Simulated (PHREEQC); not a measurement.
## Alkaline etch or developer

Solution (20 °C): 0.00096 mol/kgw CsOH. Closed to the air; pH follows from the charge balance.

All values are PHREEQC results (ion-association model, wateq4f.dat), not measurements.

The pH comes out as 11.13, the ionic strength comes out as 0.000960 mol/kgw and the total alkalinity comes out as 0.960 meq/kg.

| species | molality | activity | log γ |
|---|---|---|---|
| OH- | 0.000960 | 0.000927 | -0.015 |
| Cs+ | 0.000960 | 0.000927 | -0.015 |

No solid was allowed to form.
